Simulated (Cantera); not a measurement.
A freely propagating, adiabatic, planar premixed flame of CO : H2 : O2 : N2 = 1 : 0.92 : 0.873 : 3.28 (molar parts), equivalence ratio 1.1, unburnt at 650 K and 500000 Pa; mixture-averaged transport, grid criteria slope 0.08 and curve 0.16, no radiation.

Detailed kinetics in Cantera: GRI-Mech 3.0 (53 species, 325 reactions). The hydrogen kinetics of GRI-Mech 3.0 are dated; newer H2 mechanisms differ, most at raised pressure. Burning velocities carry a grid error of a few per cent, more on coarse grids.

x: mole fraction of selected species; z is measured from the peak of heat release.

```tsv
z (mm)	T (K)	u (m/s)	x CO	x H2	x O2	x NO	x HO2	x H2O2
-0.236	650	4.09	0.165	0.151	0.144	<1e-8	<1e-8	<1e-8
-0.157	650	4.09	0.165	0.151	0.144	<1e-8	<1e-8	<1e-8
-0.118	650	4.09	0.165	0.151	0.144	<1e-8	7.28e-8	<1e-8
-0.0786	651	4.09	0.165	0.149	0.144	<1e-8	2.23e-6	[?]
-0.0393	678	4.20	0.167	0.135	0.146	<1e-8	0.000272	[?]
-0.0197	913	5.51	0.167	0.103	0.139	1.61e-7	0.000641	[?]
0	1384	8.18	0.153	0.0532	0.103	2.19e-6	0.000272	[?]
0.0197	1723	10.0	0.128	0.0228	0.0632	8.65e-6	0.000118	[?]
0.0393	1912	11.0	0.107	0.0163	0.0450	1.67e-5	6.37e-5	[?]
0.0786	2110	12.0	0.0842	0.0156	0.0324	3.05e-5	3.22e-5	[?]
0.157	2286	12.8	0.0704	0.0142	0.0246	5.11e-5	1.66e-5	[?]
0.315	2427	13.5	0.0615	0.0116	0.0188	8.43e-5	8.99e-6	[?]
0.629	2530	13.9	0.0536	0.00950	0.0142	0.000143	5.61e-6	[?]
```

Problem. Some entries are withheld; supply them.

Solution. 
- -0.0786, x H2O2: 1.09e-7
- -0.0393, x H2O2: 1.48e-5
- -0.0197, x H2O2: 7.19e-5
- 0, x H2O2: 1.73e-5
- 0.0197, x H2O2: 3.40e-6
- 0.0393, x H2O2: 1.83e-6
- 0.0786, x H2O2: 1.01e-6
- 0.157, x H2O2: 6.34e-7
- 0.315, x H2O2: 4.54e-7
- 0.629, x H2O2: 3.68e-7
